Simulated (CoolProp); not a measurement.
A Linde-Hampson liquefier for dry air: isothermal reversible compression at 250 K from 1 atm to 25 MPa, throttling to 1 atm, return gas leaving the recuperator 10 K below the feed. Each further row changes one setting.

Model: reference Helmholtz-energy equation of state, Lemmon 2000, in CoolProp. It is a pseudo-pure fit of the blend.

```
case                        liquid yield per pass  compression work (kJ/kg of gas)
--------------------------  ---------------------  -------------------------------
as stated                                     ___                              387
high pressure 50 MPa                          ___                              ___
warm-end temperature 280 K                    ___                              ___
warm-end gap 15 K                             ___                              387
```

Problem. Some entries are withheld; supply them.

Solution. 
- as stated, liquid yield per pass: 0.131
- high pressure 50 MPa, liquid yield per pass: 0.147
- high pressure 50 MPa, compression work (kJ/kg of gas): 444
- warm-end temperature 280 K, liquid yield per pass: 0.090
- warm-end temperature 280 K, compression work (kJ/kg of gas): 440
- warm-end gap 15 K, liquid yield per pass: 0.119
